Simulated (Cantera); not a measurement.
An isothermal, constant-pressure homogeneous reactor starts with 10.5 % NO, 89.5 % N2, at 1925 K and 760 Torr.

Cantera simulation using GRI-Mech 3.0 (53 species, 325 reactions); the numbers are that mechanism's predictions, not measurements.

x: mole fraction; the columns are a selection and need not sum to one.

```tsv
t (s)	x NO	x N2O	x N2	x O2	x O	x NO2
3.00e-6	0.105	2.22e-8	0.895	3.67e-12	2.19e-8	3.43e-10
2.06e-5	0.105	1.50e-7	0.895	1.64e-10	1.40e-7	[?]
0.000141	0.105	9.45e-7	0.895	6.58e-9	7.38e-7	[?]
0.000965	0.105	3.87e-6	0.895	4.54e-7	4.86e-6	[?]
0.00662	0.105	5.13e-6	0.895	3.77e-5	1.54e-5	[?]
0.0453	0.104	5.06e-6	0.895	0.000388	1.69e-5	[?]
0.311	0.0996	4.60e-6	0.898	0.00281	2.47e-5	[?]
2.13	0.0701	2.33e-6	0.912	0.0175	5.04e-5	[?]
14.6	0.0102	2.43e-7	0.942	0.0475	8.03e-5	[?]
100	0.00335	2.09e-7	0.946	0.0509	8.30e-5	[?]
```

Task: Some entries are withheld; supply them.

Result: 
- 2.06e-5, x NO2: 1.46e-8
- 0.000141, x NO2: 4.03e-7
- 0.000965, x NO2: 5.17e-6
- 0.00662, x NO2: 1.81e-5
- 0.0453, x NO2: 1.99e-5
- 0.311, x NO2: 2.80e-5
- 2.13, x NO2: 4.10e-5
- 14.6, x NO2: 9.60e-6
- 100, x NO2: 3.26e-6
